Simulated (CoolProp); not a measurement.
Values from CoolProp's reference Helmholtz-energy equation of state, Lemmon 2006. It is a short technical equation, of lower accuracy than the large ones.

### Question
For carbonyl sulfide, give the phase and the density (kg/m³), cv (kJ/(kg K)), Joule-Thomson coefficient (K/MPa), isothermal compressibility (1/MPa) at 397.5 K and 45 MPa; 397.5 K and 50 MPa.

### Answer
- 397.5 K and 45 MPa: supercritical; density 919, cv 0.735, Joule-Thomson coefficient -0.152, isothermal compressibility 0.00376
- 397.5 K and 50 MPa: supercritical; density 935, cv 0.737, Joule-Thomson coefficient -0.204, isothermal compressibility 0.00332
